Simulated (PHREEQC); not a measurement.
A made-up water analysis in mg/L, 30 °C, pH 6.95, pe 0.2:

```csv
constituent,mg/L
Na,0.0191
K,0.00181
Ca,0.0177
Mg,0.00268
Cl,0.0174
S(6) as SO4,0.0623
Alkalinity as HCO3,0.0127
Li,8.22e-06
Sr,0.00181
Si as SiO2,2.97e-05
Br,5.93e-05
Fe(2),9.69e-05
Mn(2),3.68e-05
```

Valence states are taken as typed.

Computed with PHREEQC (ion-association model, phreeqc.dat).

```tsv
quantity	before	after
HCO3- (mol/kgw)	1.89e-7	3.67e-7
CO2 (mol/kgw)	4.51e-8	1.74e-7
SI of Quartz (SiO2)	-5.40	-5.40
```

Problem. Which change was made?
A) Mn(2) from 3.68e-05 to 0.00011 mg/L
B) Si from 2.97e-05 to 8.91e-05 mg/L
C) pH from 6.95 to 6.65 at the same alkalinity
D) temperature from 30 to 15 °C at the same typed pH

Solution. C, pH from 6.95 to 6.65 at the same alkalinity

Precipitation was switched off in this run.
